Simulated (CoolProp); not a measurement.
A closed Brayton cycle with carbon dioxide: compressor inlet 326.15 K and 8.5 MPa, high pressure 27.1 MPa, turbine inlet 715 K, compressor efficiency 0.85, turbine efficiency 0.85, recuperator effectiveness 0.8 (on enthalpy, no pinch check). Each further row changes one setting.

The numbers come from the reference Helmholtz-energy equation of state, Span 1996 in CoolProp.

```tsv
case	thermal efficiency (%)	net work (kJ/kg)	compressor to turbine work	compressor exit (K)	turbine exit (K)
as stated	23.8	57.6	0.52	422.9	593.9
turbine inlet 665 K	21.3	47.1	…	422.9	548.1
compressor inlet 336.15 K	21.9	50.0	…	…	593.9
high pressure 23 MPa	23.4	…	…	408.8	610.7
recuperator effectiveness 0.5	19.2	57.6	0.52	422.9	593.9
```

Task: Fill in the missing entries.

Result: 
- turbine inlet 665 K, compressor to turbine work: 0.57
- compressor inlet 336.15 K, compressor to turbine work: 0.58
- compressor inlet 336.15 K, compressor exit (K): 440.6
- high pressure 23 MPa, net work (kJ/kg): 53.2
- high pressure 23 MPa, compressor to turbine work: 0.49
